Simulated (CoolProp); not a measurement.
A Linde-Hampson liquefier for oxygen: isothermal reversible compression at 250 K from 1 atm to 15 MPa, throttling to 1 atm, return gas leaving the recuperator 5 K below the feed. Each further row changes one setting.

The numbers come from the reference Helmholtz-energy equation of state, Schmidt 1985 in CoolProp.

```json
[
 {"case": "as stated", "liquid yield per pass": "0.130", "compression work (kJ/kg of gas)": "313"},
 {"case": "high pressure 30 MPa", "liquid yield per pass": "0.213", "compression work (kJ/kg of gas)": "352"},
 {"case": "warm-end temperature 280 K", "liquid yield per pass": "0.091", "compression work (kJ/kg of gas)": "356"},
 {"case": "warm-end gap 10 K", "liquid yield per pass": "0.118", "compression work (kJ/kg of gas)": "313"}
]
```
